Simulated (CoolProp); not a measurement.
Vapour-liquid equilibrium of CH2F2 (R32) (1) + R134a (2) at 104 kPa; x and y are mole fractions of (1).

Values from CoolProp's multi-fluid Helmholtz-energy mixture model, Tillner-Roth 1997 and Tillner-Roth 1994; pair parameters Lemmon 2004.

| x | bubble temperature (K) | y at the bubble point | dew temperature at overall composition x (K) | liquid density (mol/L) |
|---|---|---|---|---|
| 0.05 | 245.3 | 0.144 | 246.8 | 13.81 |
| 0.15 | 241.2 | 0.363 | 245.2 | 14.50 |
| 0.25 | 237.7 | 0.521 | 243.4 | 15.22 |
| 0.35 | 234.7 | 0.639 | 241.4 | 16.00 |
| 0.45 | 232.2 | 0.730 | 239.3 | 16.84 |
| 0.55 | 229.9 | 0.802 | 237.0 | 17.76 |
| 0.65 | 227.9 | 0.861 | 234.5 | 18.77 |
| 0.75 | 226.0 | 0.909 | 231.6 | 19.88 |
| 0.85 | 224.3 | 0.950 | 228.2 | 21.12 |
| 0.95 | 222.8 | 0.985 | 224.3 | 22.52 |

No azeotrope shows between x = 0.05 and 0.95.

Pair parameters are fitted to limited data, so mixtures are less certain than the pure fluids.
